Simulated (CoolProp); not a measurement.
Vapour-liquid equilibrium of CHF3 (R23) (1) + R134a (2) at 189.2 K; x and y are mole fractions of (1).

Model: multi-fluid Helmholtz-energy mixture model, Penoncello 2003 and Tillner-Roth 1994; pair parameters Bell 2016, in CoolProp.

```
x      bubble pressure, mixture model (bar)  bubble pressure, Raoult's law (bar)  y, mixture model  y, Raoult's law
-----  ------------------------------------  -----------------------------------  ----------------  ---------------
0.05                                0.06862                              0.07023             0.634            0.644
0.125                                0.1314                               0.1361             0.823            0.831
0.2                                  0.1940                               0.2020             0.889            0.896
0.275                                0.2569                               0.2679             0.924            0.929
0.35                                 0.3204                               0.3338             0.945            0.949
0.425                                0.3849                               0.3997             0.959            0.962
0.5                                  0.4504                               0.4656             0.969            0.972
0.575                                0.5169                               0.5315             0.977            0.979
0.65                                 0.5843                               0.5974             0.983            0.985
0.725                                0.6525                               0.6633             0.988            0.989
0.8                                  0.7212                               0.7292             0.992            0.993
0.875                                0.7901                               0.7951             0.996            0.996
0.95                                 0.8591                               0.8610             0.998            0.998
```

The largest gap from Raoult's law is -4.1 % in bubble pressure, at x = 0.275. No azeotrope shows between x = 0.05 and 0.95.

The pair parameters rest on a limited set of measurements; away from them the model extrapolates.
